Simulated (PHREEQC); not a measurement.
Metal-bearing waste water

Consider water at 25 °C with 0.0027 mol/kgw FeSO4, 0.00047 mol/kgw ZnCl2, 0.017 mol/kgw NaF and 0.0097 mol/kgw Na2SO4. Closed to the air; pH follows from the charge balance.

Equilibrium calculation in PHREEQC: ion-association model, phreeqc.dat.

```json
{
  "pH": "6.81",
  "ionic_strength": "0.0524 mol/kgw",
  "specific_conductance": "3860 µS/cm",
  "density": "1.000 g/cm³"
}
```

```json
[
 {"species": "Na+", "molality": "0.0353", "activity": "0.0290", "log γ": "-0.085"},
 {"species": "F-", "molality": "0.0166", "activity": "0.0134", "log γ": "-0.092"},
 {"species": "SO4-2", "molality": "0.0106", "activity": "0.00485", "log γ": "-0.342"},
 {"species": "Fe+2", "molality": "0.00182", "activity": "0.000866", "log γ": "-0.322"},
 {"species": "Cl-", "molality": "0.000938", "activity": "0.000761", "log γ": "-0.091"},
 {"species": "NaSO4-", "molality": "0.000854", "activity": "0.000705", "log γ": "-0.083"},
 {"species": "FeSO4", "molality": "0.000737", "activity": "0.000746", "log γ": "0.005"},
 {"species": "Zn+2", "molality": "0.000281", "activity": "0.000129", "log γ": "-0.340"},
 {"species": "NaF", "molality": "0.000222", "activity": "0.000224", "log γ": "0.005"},
 {"species": "ZnSO4", "molality": "0.000144", "activity": "0.000146", "log γ": "0.005"}
]
```

This is a speciation only: nothing precipitates in the calculation. Fluoro complexes past AlF4- and FeF3 are missing from the database.
